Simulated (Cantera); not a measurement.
**Diamond growth**

A diamond (100) surface in a fixed gas of H2 with x(CH4) = 0.012, x(H) = 0.00025, x(CH3) = 0.00053, at 950 K; coverages are run to steady state.

Computed with Cantera and the Harris–Goodwin 1993 mechanism for the reconstructed diamond (100) surface.

```csv
P (Pa),growth (µm/h),θ c6HH,θ c6H*,θ c6*H,θ c6**,θ c6HM
310,0.100,0.479,0.0101,0.240,0.00279,0.204
540,0.226,0.425,0.00892,0.212,0.00246,0.268
920,0.464,0.378,0.00787,0.187,0.00217,0.326
1600,0.921,0.338,0.00699,0.166,0.00193,0.374
2700,1.69,0.310,0.00639,0.152,0.00176,0.407
4600,3.03,0.291,0.00597,0.142,0.00165,0.430
8000,5.45,0.278,0.00570,0.135,0.00157,0.445
14000,9.73,0.270,0.00553,0.131,0.00153,0.454
```
θ: site fractions in the mechanism's names (c6HH fully hydrogenated, c6H* and c6*H radical sites, c6** diradical, c6HM methylated).
